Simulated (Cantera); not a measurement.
## Silicon etching in halogen gases: Si + HCl + N₂

Feed: 1 mol Si, 2.3 mol HCl, 2.3 mol N₂, held at 0.128 Torr.

Cantera equilibrium calculation (NASA polynomials, part measured and part estimated; ideal gas, pure solids and liquids). Candidate condensed phases: NH₄Cl, Si, Si₃N₄; 28 gas species. N₂ is the only nitrogen source here; it is nearly inert below about 1500 K, so the nitride shown seldom forms there in practice. The tables' values for SiCl₃, SiCl are old estimates; treat these amounts as uncertain. Kinetics and transport are ignored.

```tsv
T (°C)	log p N₂	log p HCl	log p H₂	log p SiCl₂	log p SiCl₄	log p SiCl₃	n Si₃N₄(s)
250	-4.08	-4.43	-4.48	<-15	-4.79	-14.94	0.211
350	-4.09	-4.33	-4.56	<-15	-4.86	-12.30	0.230
450	-4.10	-4.27	-4.62	-13.47	-4.92	-10.40	0.243
550	-4.10	-4.23	-4.67	-11.00	-4.97	-8.96	0.253
650	-4.11	-4.20	-4.72	-9.07	-5.02	-7.85	0.260
750	-4.11	-4.18	-4.75	-7.53	-5.06	-6.95	0.266
850	-4.11	-4.17	-4.77	-6.28	-5.11	-6.24	0.266
950	-4.11	-4.19	-4.77	-5.32	-5.32	-5.77	0.245
1050	-4.10	-4.30	-4.67	-4.78	-6.04	-5.77	0.173
1150	-4.09	-4.49	-4.55	-4.57	-7.15	-6.16	0.0937
```
log p: log10 of the partial pressure in bar; n: condensed amount in mol.

From 250 °C to 1150 °C the condensed part is Si₃N₄(s). The main Si-bearing gas is SiCl₄ at 250 °C and SiCl₂ at 1150 °C. The share of Si in condensed phases is highest at 850 °C (79.8 %) and lowest at 1150 °C (28.1 %).
